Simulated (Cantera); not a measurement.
Feed: 1 mol toluene, 8.9 mol H2, held at 550 K and 0.00133 bar.

These are equilibrium values from Cantera (NASA tables, ideal gas, pure condensed phases), not measurements of a reactor. Candidate condensed phases: C, C6H6, C7H8, C8H18; 76 gas species. Kinetics and transport are ignored.

Base state: H2 0.713, CH4 0.287 (mole fractions); condensed: C(graphite).

### Question
What changes in the equilibrium state with this change: toluene replaced by C?

### Answer
```csv
species,before,after
H2,0.713,0.873
CH4,0.287,0.127
"C(graphite), mol",4.12,0
```
